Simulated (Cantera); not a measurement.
Input: 1 mol Fe2O3, 10 mol HCl, 0.42 mol O2, held at 975 K.

These are equilibrium values from Cantera (NASA tables, ideal gas, pure condensed phases), not measurements of a reactor. Candidate condensed phases: Fe, FeCl2, FeCl3, FeO, Fe(OH)2, Fe(OH)3, Fe2O3, Fe3O4, H2O; 22 gas species. Rates play no part.

x: gas mole fraction; n: condensed amount in mol.

```csv
P (Pa),x HCl,x H2O,x Cl2,x O2,x FeCl3,x Cl,n Fe2O3(s)
1,0.923,0.0196,0.0103,0.0342,0.000533,…,0.975
6.80,0.918,0.0252,0.0195,0.0303,0.000935,…,0.985
46,0.904,0.0356,0.0315,0.0249,0.00138,…,0.988
320,0.881,0.0507,0.0468,0.0177,0.00199,…,0.988
2200,0.854,0.0685,0.0635,0.00980,0.00303,…,0.984
15000,0.829,0.0848,0.0767,0.00361,0.00525,…,0.973
100000,0.808,0.0985,0.0825,0.000942,0.01000,…,0.947
```

Question: What belongs in the gaps?

Answer: 
- 1, x Cl: 0.00851
- 6.80, x Cl: 0.00448
- 46, x Cl: 0.00219
- 320, x Cl: 0.00101
- 2200, x Cl: 0.000450
- 15000, x Cl: 0.000189
- 100000, x Cl: 7.61e-5
